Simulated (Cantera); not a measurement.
Input: 1 mol c-C4F8, 0.046 mol F2, held at 13.3 mbar.

Method: chemical equilibrium by Gibbs-energy minimisation in Cantera with the NASA 1993 tables (ideal gas, pure condensed phases). Candidate condensed phases: C; 13 gas species. The feed counts by its element totals alone. Equilibrium is a limit: real reactors are often held back by kinetics, nucleation or transport.

Task: Which condensed phases are stable at each of these points (T (°C)): 2802, 2852, 2902, 2952, 3002, 3052, 3102, 3152, 3202?

Result: 
| T (°C) | condensed phases | C condensed (%) |
|---|---|---|
| 2802 | C(graphite) | 33.3 |
| 2852 | C(graphite) | 5.0 |
| 2902 | gas only | 0.0 |
| 2952 | gas only | 0.0 |
| 3002 | gas only | 0.0 |
| 3052 | gas only | 0.0 |
| 3102 | gas only | 0.0 |
| 3152 | gas only | 0.0 |
| 3202 | gas only | 0.0 |

From 2802 °C to 2852 °C the condensed part is C(graphite). From 2902 °C to 3202 °C nothing is condensed.
